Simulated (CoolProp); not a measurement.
A simple Rankine cycle with R141b: condensing at 308.15 K, boiler at 0.669 MPa, turbine inlet 377.6 K, turbine efficiency 0.9, pump efficiency 0.7, no recuperator. Each further row changes one setting.

Values from CoolProp's reference Helmholtz-energy equation of state, Lemmon 2006. It is a short technical equation, of lower accuracy than the large ones.

```tsv
case	thermal efficiency (%)	net work (kJ/kg)	heat in (kJ/kg)	turbine exit temperature (K)	volume ratio over the turbine
as stated	13.4	35.9	269	322.1	5.64
turbine inlet 397.6 K	13.4	38.7	288	342.4	5.58
condensing temperature 300.15 K	14.9	41.4	278	314.4	7.36
boiler pressure 0.468 MPa	11.0	30.1	273	334.5	3.92
turbine efficiency 0.8	11.9	31.9	269	327.0	5.74
```
